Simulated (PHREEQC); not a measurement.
# Copper plating or etch bath (model solution)

Dissolve 0.00076 mol/kgw CuCl2 and 0.00072 mol/kgw HNO3 at 20 °C. Closed to the air; pH follows from the charge balance.

Computed with PHREEQC (ion-association model, phreeqc.dat).

No solid was allowed to form.

Question: What pH, specific conductance does the model give?

Answer: pH 3.17; specific conductance 425 µS/cm.

Species that the database lacks are ignored.
